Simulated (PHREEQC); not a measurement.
1 kg of water holding 0.0083 mol KHCO3, 0.22 mol KCl and 0.008 mol K2CO3 is evaporated at 90 °C; the solids stay in contact with the brine. CO2 is held at log p = -3.4 (atm). Only these solids could form: Kalicinite, Sylvite.

Model: Pitzer model, pitzer.dat, run in PHREEQC.

| water left (kg) | ionic strength | water activity | Sylvite (mol) | C in solution (mol/kgw) |
|---|---|---|---|---|
| 1 | 0.251 | 0.992 | 0 | 0.0156 |
| 0.5552 | 0.455 | 0.986 | 0 | 0.0265 |
| 0.3751 | 0.675 | 0.980 | 0 | 0.0378 |
| 0.2083 | 1.22 | 0.964 | 0 | 0.0650 |
| 0.1157 | 2.20 | 0.934 | 0 | 0.113 |
| 0.06426 | 3.98 | 0.877 | 0 | 0.198 |
| 0.04344 | 5.89 | 0.813 | 0 | 0.290 |
| 0.02416 | 7.76 | 0.753 | 0.0683 | 0.519 |
| 0.01346 | 8.31 | 0.744 | 0.144 | 0.928 |
| 0.009124 | 8.94 | 0.732 | 0.174 | 1.37 |
| 0.005107 | 10.6 | 0.692 | 0.202 | 2.45 |

Sylvite from water left = 0.02939 kg (pH 10.42).

Away from 25 °C the constants follow the database's enthalpies or fits; those with neither stay at their 25 °C values.
